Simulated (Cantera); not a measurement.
## Stirred combustor or abatement burner

A perfectly stirred reactor is fed with 13.6 % CH4, 18.1 % O2, 68.3 % N2, equivalence ratio 1.5, at 10.9 atm; it is adiabatic with a 598 K inlet, and is followed from long to short residence time, starting on the burning branch (τ in s: 0.14, 0.063, 0.029, 0.013, 0.0058, 0.0026, 0.0012, 0.00053, 0.00024, 0.00011, 4.9e-05, 2.2e-05, 9.9e-06).

Model: GRI-Mech 3.0 (53 species, 325 reactions), integrated in Cantera.

```
τ (s)    T (K)     x CH4      x O2    x C2H    x C2H6    x C2H2    x H2
-------  -----  --------  --------  -------  --------  --------  ------
0.14      2117  0.000229   1.93e-5  1.24e-9   9.67e-9   1.15e-5  0.0791
0.063     2118  0.000460   4.18e-5  5.05e-9   4.02e-8   4.53e-5  0.0784
0.029     2120  0.000853   8.82e-5  1.75e-8   1.45e-7  0.000150  0.0772
0.013     2123   0.00149  0.000189  5.29e-8   4.77e-7  0.000423  0.0749
0.0058    2126   0.00238  0.000399  1.32e-7   1.36e-6  0.000951  0.0715
0.0026    2127   0.00349  0.000828  2.69e-7   3.43e-6   0.00172  0.0670
0.0012    2125   0.00478   0.00165  4.57e-7   7.81e-6   0.00255  0.0621
0.00053   2113   0.00648   0.00341  6.79e-7   1.85e-5   0.00337  0.0568
0.00024   2081   0.00892   0.00710  8.16e-7   4.67e-5   0.00392  0.0516
0.00011   1972    0.0153    0.0189  5.35e-7  0.000199   0.00385  0.0449
4.9e-5     598     0.136     0.181   <1e-12    <1e-12    <1e-12  <1e-12
2.2e-5     598     0.136     0.181   <1e-12    <1e-12    <1e-12  <1e-12
9.9e-6     598     0.136     0.181   <1e-12    <1e-12    <1e-12  <1e-12
```
x: mole fraction; the columns are a selection and need not sum to one.
